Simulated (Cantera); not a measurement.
A perfectly stirred reactor is fed with 9.52 % C₂H₆, 90.5 % H₂, at 320 Pa; it is held at 1200 K, and followed from long to short residence time.

Computed with Cantera and GRI-Mech 3.0 (53 species, 325 reactions). GRI-Mech 3.0 stops at C3 and has no aromatics, soot or wall deposition, so with more carbon than oxygen in the feed, carbon stays in small species such as C2H2 where larger ones or solid carbon would form. Radical loss at walls, strong at low pressure, is not modelled.

Task: Predict: x(C₂H₆) at τ = 4.40 s; x(H₂) at τ = 4.40 s; x(CH₃) at τ = 4.40 s; x(CH₄) at τ = 4.40 s; x(C₂H₄) at τ = 4.40 s; x(C₂H₆) at τ = 0.120 s; x(H₂) at τ = 0.120 s; x(CH₃) at τ = 0.120 s; x(CH₄) at τ = 0.120 s; x(C₂H₄) at τ = 0.120 s.

Result: 
| Quantity | Value |
|---|---|
| x(C₂H₆) at τ = 4.40 s | 0.00431 |
| x(H₂) at τ = 4.40 s | 0.890 |
| x(CH₃) at τ = 4.40 s | 5.52e-5 |
| x(CH₄) at τ = 4.40 s | 0.0450 |
| x(C₂H₄) at τ = 4.40 s | 0.0387 |
| x(C₂H₆) at τ = 0.120 s | 0.0552 |
| x(H₂) at τ = 0.120 s | 0.896 |
| x(CH₃) at τ = 0.120 s | 0.000202 |
| x(CH₄) at τ = 0.120 s | 0.0223 |
| x(C₂H₄) at τ = 0.120 s | 0.0254 |
